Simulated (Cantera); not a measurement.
An adiabatic, constant-pressure homogeneous reactor starts with 9.52 % CH₃OH, 8.40 % O₂, 78.9 % N₂, 3.14 % H₂O, at 1800 K and 26000 Pa.

Computed with Cantera and GRI-Mech 3.0 (53 species, 325 reactions). GRI-Mech 3.0 was tuned for natural gas; its chemistry of methanol as a main component is partial and can be far from experiment.

x: mole fraction; the columns are a selection and need not sum to one.

```csv
t (s),T (K),x CH₃OH,x O₂,x H₂O,x H₂,x CH₃,x NO
1.00e-6,1800,0.0951,0.0840,0.0315,1.76e-5,2.89e-5,<1e-12
2.42e-6,1799,0.0949,0.0838,0.0315,0.000101,6.83e-5,1.15e-11
5.88e-6,1799,0.0942,0.0835,0.0318,0.000392,0.000150,1.10e-10
1.43e-5,1798,0.0918,0.0824,0.0326,0.00146,0.000247,5.77e-10
3.46e-5,1805,0.0798,0.0773,0.0377,0.00774,0.000163,3.04e-9
8.38e-5,1925,0.0204,0.0509,0.0752,0.0585,0.000196,3.12e-8
0.000203,2104,<1e-12,0.00605,0.120,0.0494,<1e-12,5.09e-6
0.000492,2149,<1e-12,…,0.121,0.0502,<1e-12,…
0.00119,2225,<1e-12,0.00408,0.126,0.0500,<1e-12,4.69e-5
0.00289,2325,<1e-12,…,0.133,0.0494,<1e-12,…
0.00702,2412,<1e-12,0.00130,0.140,0.0489,<1e-12,0.000288
0.0170,2450,<1e-12,0.000794,0.143,0.0488,<1e-12,0.000549
0.0412,2452,<1e-12,0.000727,0.143,0.0489,<1e-12,0.000899
0.100,2450,<1e-12,0.000714,0.143,0.0491,<1e-12,0.00114
```

**Question.** Fill in the missing entries.

**Answer.** 
- 0.000492, x O₂: 0.00520
- 0.000492, x NO: 1.70e-5
- 0.00289, x O₂: 0.00257
- 0.00289, x NO: 0.000124
